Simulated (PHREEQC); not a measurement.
## Acid rinse or clean (model solution)

Solution (25 °C): 0.003 mol/kgw HNO3 and 0.21 mol/kgw CuCl2. Closed to the air; pH follows from the charge balance.

Computed with PHREEQC (ion-association model, phreeqc.dat).

Each row changes one thing in this solution. This is a speciation only: nothing precipitates in the calculation.

```
case                                              pH  ionic strength (mol/kgw)  Cl- (mol/kgw)  Cu+2 (mol/kgw)  CuCl+ (mol/kgw)  CuCl2 (mol/kgw)
----------------------------------------------  ----  ------------------------  -------------  --------------  ---------------  ---------------
as made                                         2.64                     0.542          0.373           0.166           0.0407          0.00299
HNO3 left out                                   4.13                     0.539          0.373           0.166              [?]          0.00300
CuCl2 from 0.21 to 0.042 mol/kgw                2.61                     0.122         0.0807          0.0387          0.00317              [?]
HNO3 replaced by Fe(NO3)3 at the same molality  2.98                     0.551          0.372           0.167           0.0405              [?]
CuCl2 from 0.21 to 0.231 mol/kgw                2.64                     0.591          0.407           0.180              [?]          0.00367
0.077 mol/kgw H3BO3 added                       2.64                     0.542          0.373           0.166           0.0407          0.00299
```

**Question.** Some entries are withheld; supply them.

**Answer.** 
- HNO3 left out, CuCl+ (mol/kgw): 0.0408
- CuCl2 from 0.21 to 0.042 mol/kgw, CuCl2 (mol/kgw): 7.58e-5
- HNO3 replaced by Fe(NO3)3 at the same molality, CuCl2 (mol/kgw): 0.00295
- CuCl2 from 0.21 to 0.231 mol/kgw, CuCl+ (mol/kgw): 0.0471

Some of these states are supersaturated (in Hematite (slow to form), Goethite (slow to form), for instance).
